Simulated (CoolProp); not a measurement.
Properties of dodecamethylcyclohexasiloxane (D6) along the isobar 0.813 bar.

The numbers come from the reference Helmholtz-energy equation of state, Colonna 2008 in CoolProp. It is a short technical equation, of lower accuracy than the large ones.

```json
[
 {"T (K)": "324.6", "phase": "liquid", "density (kg/m³)": "939.4", "Joule-Thomson coefficient (K/MPa)": "-0.4063", "expansivity (1/kK)": "1.172"},
 {"T (K)": "331.4", "phase": "liquid", "density (kg/m³)": "931.9", "Joule-Thomson coefficient (K/MPa)": "-0.3986", "expansivity (1/kK)": "1.184"},
 {"T (K)": "338.2", "phase": "liquid", "density (kg/m³)": "?", "Joule-Thomson coefficient (K/MPa)": "-0.3907", "expansivity (1/kK)": "1.196"},
 {"T (K)": "345", "phase": "liquid", "density (kg/m³)": "916.8", "Joule-Thomson coefficient (K/MPa)": "-0.3825", "expansivity (1/kK)": "1.209"},
 {"T (K)": "351.8", "phase": "liquid", "density (kg/m³)": "909.3", "Joule-Thomson coefficient (K/MPa)": "-0.3740", "expansivity (1/kK)": "1.223"},
 {"T (K)": "358.6", "phase": "liquid", "density (kg/m³)": "901.7", "Joule-Thomson coefficient (K/MPa)": "?", "expansivity (1/kK)": "1.237"},
 {"T (K)": "365.4", "phase": "liquid", "density (kg/m³)": "894.1", "Joule-Thomson coefficient (K/MPa)": "?", "expansivity (1/kK)": "1.252"},
 {"T (K)": "372.2", "phase": "liquid", "density (kg/m³)": "886.5", "Joule-Thomson coefficient (K/MPa)": "-0.3469", "expansivity (1/kK)": "1.268"},
 {"T (K)": "379.1", "phase": "liquid", "density (kg/m³)": "878.7", "Joule-Thomson coefficient (K/MPa)": "-0.3370", "expansivity (1/kK)": "1.285"},
 {"T (K)": "385.9", "phase": "liquid", "density (kg/m³)": "871.0", "Joule-Thomson coefficient (K/MPa)": "-0.3269", "expansivity (1/kK)": "1.303"},
 {"T (K)": "392.7", "phase": "liquid", "density (kg/m³)": "863.3", "Joule-Thomson coefficient (K/MPa)": "-0.3164", "expansivity (1/kK)": "1.322"},
 {"T (K)": "399.5", "phase": "liquid", "density (kg/m³)": "855.5", "Joule-Thomson coefficient (K/MPa)": "-0.3055", "expansivity (1/kK)": "1.342"},
 {"T (K)": "406.3", "phase": "liquid", "density (kg/m³)": "847.6", "Joule-Thomson coefficient (K/MPa)": "-0.2941", "expansivity (1/kK)": "1.364"}
]
```

### Question
Some entries are withheld; supply them.

### Answer

- 338.2, density (kg/m³): 924.3
- 358.6, Joule-Thomson coefficient (K/MPa): -0.3653
- 365.4, Joule-Thomson coefficient (K/MPa): -0.3562
